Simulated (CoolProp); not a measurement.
Carbonyl sulfide along the isotherm 275.2 K: density (kg/m³) from the reference equation and from simpler models built on Tc = 378.8 K, pc = 6369 kPa, ω = 0.098; each cubic takes its own stable root.

Computed with CoolProp (reference Helmholtz-energy equation of state, Lemmon 2006). It is a short technical equation, of lower accuracy than the large ones.

```
p (kPa)   phase  reference
-------  ------  ---------
245         gas      6.668
490         gas      13.89
735      liquid       1053
980      liquid       1054
1220     liquid       1055
1470     liquid       1055
1710     liquid       1056
1960     liquid       1057
2200     liquid       1057
2450     liquid       1058
2690     liquid       1059
2940     liquid       1059
3180     liquid       1060
```

Q: How far does each simpler model (van der Waals, Peng-Robinson) lie from the reference over these 13 states: mean and median of the absolute difference, and the worst?

A: 
- van der Waals: mean 49.2 %, median 35.6 %, worst -98.0 % at 275.2 K and 735 kPa
- Peng-Robinson: mean 5.3 %, median 6.2 %, worst +6.4 % at 275.2 K and 3180 kPa

At some of these states van der Waals gives the other phase, because its saturation line lies elsewhere.
